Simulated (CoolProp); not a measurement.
A closed Brayton cycle with carbon dioxide: compressor inlet 310.15 K and 8.4 MPa, high pressure 21.5 MPa, turbine inlet 645 K, compressor efficiency 0.85, turbine efficiency 0.93, recuperator effectiveness 0.9 (on enthalpy, no pinch check). Each further row changes one setting.

Model: reference Helmholtz-energy equation of state, Span 1996, in CoolProp.

```
case                           thermal efficiency (%)  net work (kJ/kg)  compressor to turbine work  compressor exit (K)  turbine exit (K)
-----------------------------  ----------------------  ----------------  --------------------------  -------------------  ----------------
as stated                                        28.8              67.6                        0.29                354.1             544.1
turbine inlet 595 K                        (withheld)              57.9                        0.32                354.1             498.0
compressor inlet 320.15 K                        26.7        (withheld)                        0.45           (withheld)             544.1
high pressure 18.3 MPa                     (withheld)              58.9                        0.27           (withheld)             561.1
recuperator effectiveness 0.5                    20.7              67.6                        0.29                354.1             544.1
```

**Question.** Fill in the missing entries.

**Answer.** 
- turbine inlet 595 K, thermal efficiency (%): 26.3
- compressor inlet 320.15 K, net work (kJ/kg): 51.9
- compressor inlet 320.15 K, compressor exit (K): 393.3
- high pressure 18.3 MPa, thermal efficiency (%): 27.2
- high pressure 18.3 MPa, compressor exit (K): 346.3
